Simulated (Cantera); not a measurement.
A closed system holds: 1 mol C6H6, 1.1 mol H2O, held at 850 K and 0.188 Torr.

Equilibrium computed with Cantera from the NASA thermochemical tables; the gas is ideal and each condensed phase is pure. Candidate condensed phases: C, C6H6, C7H8, C8H18, H2O; 110 gas species. Rates play no part.

Base state: H2 0.788, CO 0.211, H2O 0.000293, CO2 0.000240, CH4 9.67e-5 (mole fractions); condensed: C(graphite).

### Question
What changes in the equilibrium state with this change: temperature from 850 K to 2350 K?

### Answer
```
species             before    after
----------------  --------  -------
H                  1.15e-9    0.474
H2                   0.788    0.362
CO                   0.211    0.161
C2H2 (acetylene)     <1e-9  0.00200
H2O               0.000293    <1e-9
C(graphite), mol      4.90     4.87
```

### Question
What changes in the equilibrium state with this change: H2O from 1.1 to 0.067 mol?

### Answer
```
species             before     after
----------------  --------  --------
H2                   0.788     0.978
CO                   0.211    0.0213
CH4                9.67e-5  0.000149
H2O               0.000293   3.68e-5
CO2               0.000240   2.45e-6
C(graphite), mol      4.90      5.93
```
